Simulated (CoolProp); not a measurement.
Ethylene along the isotherm 35.35 °C: Z from the reference equation and from simpler models built on Tc = 9.2 °C, pc = 5042 kPa, ω = 0.087; each cubic takes its own stable root.

Values from CoolProp's reference Helmholtz-energy equation of state, Smukala 2000.

```tsv
p (kPa)	phase	reference
1680	gas	0.9099
3360	gas	0.8074
5040	gas	0.6856
6720	supercritical	0.5329
8400	supercritical	0.3984
10100	supercritical	0.3825
11800	supercritical	0.4045
13400	supercritical	0.4336
15100	supercritical	0.4677
16800	supercritical	0.5031
18500	supercritical	0.5390
20200	supercritical	0.5751
21800	supercritical	0.6091
23500	supercritical	0.6452
25200	supercritical	0.6810
```

Problem. How far does each simpler model (van der Waals, Soave-Redlich-Kwong) lie from the reference over these 15 states: mean and median of the absolute difference, and the worst?

Solution. 
- van der Waals: mean 18.5 %, median 25.2 %, worst +28.3 % at 35.35 °C and 25200 kPa
- Soave-Redlich-Kwong: mean 6.8 %, median 6.9 %, worst +13.4 % at 35.35 °C and 10100 kPa
